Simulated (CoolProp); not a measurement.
Model: reference Helmholtz-energy equation of state, Thol 2017, in CoolProp.

Give the vapour pressure (MPa), vapour Z, surface tension (mN/m) of saturated decamethyltetrasiloxane (MD2M) at 23.35 °C.


```json
[
 {"T (°C)": "23.35", "p (MPa)": "4.59e-5", "vapour Z": "1.000", "surface tension (mN/m)": "17.4"}
]
```

Surface tension comes from a separate correlation (Mulero 2014), older than this fluid's equation and unchecked against measurements.
